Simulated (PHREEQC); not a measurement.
Consider water at 25 °C with 7.1 mmol/kgw KH2PO4 and 0.3 mmol/kgw HNO3. Closed to the air; pH follows from the charge balance.

All values are PHREEQC results (ion-association model, phreeqc.dat), not measurements.

Each row changes one thing in this solution. This is a speciation only: nothing precipitates in the calculation.

| case | pH | ionic strength (mol/kgw) | H3PO4 (mol/kgw) | HPO4-2 (mol/kgw) | KHPO4- (mol/kgw) |
|---|---|---|---|---|---|
| as made | 3.82 | 0.00727 | 0.000141 | 3.74e-6 | 3.63e-8 |
| temperature from 25 to 90 °C | 3.96 | 0.00723 | 0.000188 | 7.20e-6 | 6.65e-8 |
| HNO3 from 0.0003 to 0.00033 mol/kgw | 3.78 | … | 0.000154 | 3.40e-6 | … |
| HNO3 left out | … | 0.00715 | 1.60e-5 | 3.39e-5 | 3.29e-7 |
| HNO3 from 0.0003 to 0.00045 mol/kgw | 3.65 | 0.00735 | 0.000209 | 2.48e-6 | 2.40e-8 |
| KH2PO4 from 0.0071 to 0.00639 mol/kgw | 3.80 | 0.00656 | 0.000133 | 3.18e-6 | 2.82e-8 |

Fill in the missing entries.


- HNO3 from 0.0003 to 0.00033 mol/kgw, ionic strength (mol/kgw): 0.00728
- HNO3 from 0.0003 to 0.00033 mol/kgw, KHPO4- (mol/kgw): 3.30e-8
- HNO3 left out, pH: 4.77

Complexes and solids missing from the database can't appear. Constants without temperature data keep their 25 °C values here.
